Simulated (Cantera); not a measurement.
## Thermodynamics of thermal oxidation and active oxidation of silicon, feed Si + N₂O + H₂

Feed: 1 mol Si, 0.66 mol N₂O, 220 mol H₂, equilibrated at 6.60 Pa.

Cantera equilibrium calculation (NASA polynomials, part measured and part estimated; ideal gas, pure solids and liquids). Candidate condensed phases: H₂O, Si, SiO₂, Si₂N₂O, Si₃N₄; 35 gas species. Mutual solubility and eutectic melting of coexisting phases are not modelled. The tables hold silica as quartz up to 1696 K and as liquid above; real silica turns to tridymite and cristobalite and melts near 1996 K. Rates play no part.

From 998 K to 1198 K the condensed part is SiO₂(β-quartz) + Si₂N₂O(s). At 1298 K the condensed part is Si₂N₂O(s). From 1398 K to 1598 K the condensed part is Si(s). From 1698 K to 2198 K nothing is condensed. The main Si-bearing gas is SiO throughout.

| T (K) | log p H₂ | log p H | log p SiO | log p N₂ | log p Si | n SiO₂(β-quartz) | n Si₂N₂O(s) | n Si(s) |
|---|---|---|---|---|---|---|---|---|
| 998 | -4.18 | -10.76 | -12.13 | -7.19 | <-16 | 0.107 | 0.447 | 0 |
| 1098 | -4.18 | -9.70 | -9.70 | -7.19 | <-16 | 0.106 | 0.447 | 0 |
| 1198 | -4.18 | -8.81 | -7.70 | -7.15 | -14.69 | 0.0841 | 0.424 | 0 |
| 1298 | -4.18 | -8.06 | -7.02 | -7.02 | -11.21 | 0 | 0.340 | 0 |
| 1398 | -4.18 | -7.42 | -6.71 | -6.71 | -9.11 | 0 | 0 | 0.337 |
| 1498 | -4.18 | -6.86 | -6.71 | -6.71 | -8.00 | 0 | 0 | 0.305 |
| 1598 | -4.19 | -6.37 | -6.71 | -6.71 | -7.03 | 0 | 0 | 0.0157 |
| 1698 | -4.19 | -5.94 | -6.71 | -6.71 | -7.01 | 0 | 0 | 0 |
| 1798 | -4.20 | -5.55 | -6.72 | -6.72 | -7.01 | 0 | 0 | 0 |
| 1898 | -4.23 | -5.22 | -6.73 | -6.73 | -7.02 | 0 | 0 | 0 |
| 1998 | -4.27 | -4.93 | -6.75 | -6.75 | -7.04 | 0 | 0 | 0 |
| 2098 | -4.35 | -4.69 | -6.78 | -6.78 | -7.07 | 0 | 0 | 0 |
| 2198 | -4.48 | -4.49 | -6.83 | -6.83 | -7.12 | 0 | 0 | 0 |
log p: log10 of the partial pressure in bar; n: condensed amount in mol.
